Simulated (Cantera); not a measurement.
Input: 1 mol Si3N4, 0.25 mol CO2, 16 mol N2, held at 100 Torr.

Cantera equilibrium calculation (NASA polynomials, part measured and part estimated; ideal gas, pure solids and liquids). Candidate condensed phases: C, Si, SiC, SiO2, Si2N2O, Si3N4; 34 gas species. Mutual solubility and eutectic melting of coexisting phases are not modelled. Equilibrium is a limit: real reactors are often held back by kinetics, nucleation or transport.

### Question
Which condensed phases are stable at each of these points (T (K)): 1173, 1248, 1323, 1398, 1473, 1548, 1623, 1698, 1773, 1848, 1923, 1998, 2073?

### Answer
```
T (K)                    condensed phases  Si condensed (%)
-----  ----------------------------------  ----------------
1173   C(graphite) + Si2N2O(s) + Si3N4(s)             100.0
1248   C(graphite) + Si2N2O(s) + Si3N4(s)             100.0
1323   C(graphite) + Si2N2O(s) + Si3N4(s)             100.0
1398   C(graphite) + Si2N2O(s) + Si3N4(s)             100.0
1473   C(graphite) + Si2N2O(s) + Si3N4(s)             100.0
1548        SiC(s) + Si2N2O(s) + Si3N4(s)             100.0
1623        SiC(s) + Si2N2O(s) + Si3N4(s)             100.0
1698        SiC(s) + Si2N2O(s) + Si3N4(s)              99.9
1773        SiC(s) + Si2N2O(s) + Si3N4(s)              99.7
1848        SiC(s) + Si2N2O(s) + Si3N4(s)              98.5
1923        SiC(s) + Si2N2O(s) + Si3N4(s)              93.6
1998                       Si(l) + SiC(s)              87.1
2073                       Si(l) + SiC(s)              88.0
```

From 1173 K to 1473 K the condensed part is C(graphite) + Si2N2O(s) + Si3N4(s). From 1548 K to 1923 K the condensed part is SiC(s) + Si2N2O(s) + Si3N4(s). From 1998 K to 2073 K the condensed part is Si(l) + SiC(s).
